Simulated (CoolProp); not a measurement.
R404A along the isobar 22.4 bar: Z from the reference equation and from simpler models built on Tc = 345.3 K, pc = 37.35 bar, ω = 0.293; each cubic takes its own stable root.

The numbers come from the reference Helmholtz-energy equation of state, Lemmon 2003 in CoolProp. It is a pseudo-pure fit of the blend.

```tsv
T (K)	phase	reference	van der Waals	Redlich-Kwong	Soave-Redlich-Kwong	Peng-Robinson
246	liquid	0.08529	0.1465	0.1018	0.09740	0.08612
269.1	liquid	0.08318	0.1430	0.1008	0.09582	0.08459
292.2	liquid	0.08312	0.1441	0.1033	0.09763	0.08615
361.5	gas	0.7898	0.8126	0.7963	0.8033	0.7834
384.6	gas	0.8391	0.8453	0.8376	0.8508	0.8322
407.6	gas	0.8737	0.8701	0.8677	0.8847	0.8674
430.7	gas	0.8993	0.8897	0.8909	0.9103	0.8941
453.8	gas	0.9190	0.9055	0.9090	0.9300	0.9148
476.9	gas	0.9344	0.9184	0.9235	0.9455	0.9313
500	gas	0.9467	0.9292	0.9353	0.9579	0.9445
```
